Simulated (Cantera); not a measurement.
A freely propagating, adiabatic, planar premixed flame of 12.3 % CH3OH, 18.4 % O2, 69.3 % N2, unburnt at 473 K and 750 Torr; mixture-averaged transport, grid criteria slope 0.08 and curve 0.16, no radiation.

Cantera simulation using GRI-Mech 3.0 (53 species, 325 reactions); the numbers are that mechanism's predictions, not measurements. GRI-Mech 3.0 was tuned for natural gas; its chemistry of methanol as a main component is partial and can be far from experiment. Burning velocities carry a grid error of a few per cent, more on coarse grids.

Q: Predict: laminar burning velocity; thermal thickness; peak x(OH); peak x(C2H4); peak x(HCO); peak x(C2H2).

A: 
| Item | Result |
|---|---|
| laminar burning velocity | 89.4 cm/s |
| thermal thickness | 0.292 mm |
| peak x(OH) | 0.0101 |
| peak x(C2H4) | 1.23e-6 |
| peak x(HCO) | 0.000246 |
| peak x(C2H2) | 4.16e-7 |
